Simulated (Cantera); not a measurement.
Thermodynamics of hydrogen reduction and annealing atmospheres, feed PbS + H₂ + N₂

Charge: 1 mol PbS, 2.4 mol H₂, 16 mol N₂, at 3.20 mbar.

Method: chemical equilibrium by Gibbs-energy minimisation in Cantera with the NASA 1993 tables (ideal gas, pure condensed phases). Candidate condensed phases: Pb, PbS, S; 18 gas species. Gases not in the tables: S₃ to S₇. The numbers say what is thermodynamically allowed, not how fast it happens.

At 975 K the condensed part is PbS(s). From 1025 K to 1425 K nothing is condensed. The main Pb-bearing gas is PbS throughout.

```
T (K)   x N₂   x H₂   x PbS     x Pb  n PbS(s)
-----  -----  -----  ------  -------  --------
975    0.855  0.126  0.0140  0.00224     0.697
1025   0.825  0.119  0.0470  0.00453         0
1075   0.825  0.119  0.0465  0.00508         0
1125   0.824  0.119  0.0458  0.00577         0
1175   0.824  0.119  0.0448  0.00670         0
1225   0.823  0.119  0.0435  0.00800         0
1275   0.823  0.119  0.0417  0.00973         0
1325   0.821  0.119  0.0394   0.0119         0
1375   0.820  0.119  0.0368   0.0145         0
1425   0.819  0.120  0.0338   0.0174         0
```
x: gas mole fraction; n: condensed amount in mol.
